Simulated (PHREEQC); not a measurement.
Make-up at 20 °C: 0.017 mol Cu(NO3)2, 6.1e-05 mol HNO3 and 0.00074 mol FeCl3 per kg of water. Closed to the air; pH follows from the charge balance.

Equilibrium calculation in PHREEQC: ion-association model, wateq4f.dat.

Each row changes one thing in this solution. No solid was allowed to form.

```csv
case,pH,FeOH+2 (mol/kgw),Fe+3 (mol/kgw),Fe(OH)2+ (mol/kgw),CuCl+ (mol/kgw),Fe2(OH)2+4 (mol/kgw),SI of Fe(OH)3(a) (Fe(OH)3),SI of Tenorite (CuO)
as made,3.17,0.000438,0.000118,9.88e-5,3.67e-5,3.30e-5,+0.08,-3.55
diluted 5-fold with water,3.69,?,4.72e-6,7.01e-5,2.11e-6,4.11e-7,+0.48,-3.08
HNO3 from 6.1e-05 to 3.05e-05 mol/kgw,3.19,0.000438,?,0.000102,3.67e-5,3.30e-5,+0.11,-3.53
Cu(NO3)2 from 0.017 to 0.0153 mol/kgw,3.17,0.000440,0.000118,0.000101,3.39e-5,3.16e-5,+0.09,-3.59
0.00034 mol/kgw NaAlO2 added,4.39,0.000152,2.51e-6,0.000565,3.67e-5,?,+2.05,-1.12
FeCl3 from 0.00074 to 0.000148 mol/kgw,3.66,?,7.27e-6,5.64e-5,7.46e-6,1.12e-6,+0.32,-2.59
```

Problem. Some entries are withheld; supply them.

Solution. 
- diluted 5-fold with water, FeOH+2 (mol/kgw): 7.22e-5
- HNO3 from 6.1e-05 to 3.05e-05 mol/kgw, Fe+3 (mol/kgw): 0.000115
- 0.00034 mol/kgw NaAlO2 added, Fe2(OH)2+4 (mol/kgw): 4.00e-6
- FeCl3 from 0.00074 to 0.000148 mol/kgw, FeOH+2 (mol/kgw): 8.17e-5

Complexes and solids missing from the database can't appear. Some of these states are supersaturated (in Fe(OH)3(a), Hematite (slow to form), for instance).
